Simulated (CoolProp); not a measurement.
Computed with CoolProp (reference Helmholtz-energy equation of state, Younglove 1994). It is a modified Benedict-Webb-Rubin equation, recast in Helmholtz form.

Q: For R123, give the phase and the Z, Joule-Thomson coefficient (K/MPa), viscosity (µPa s), Prandtl number at 0.35 °C and 1590 kPa.

A: 
- 0.35 °C and 1590 kPa: liquid; Z 0.0699, Joule-Thomson coefficient -0.378, viscosity 573, Prandtl number 6.73

Viscosity comes from a separate model (Tanaka 1996). Thermal conductivity comes from a separate model (Laesecke 1996).
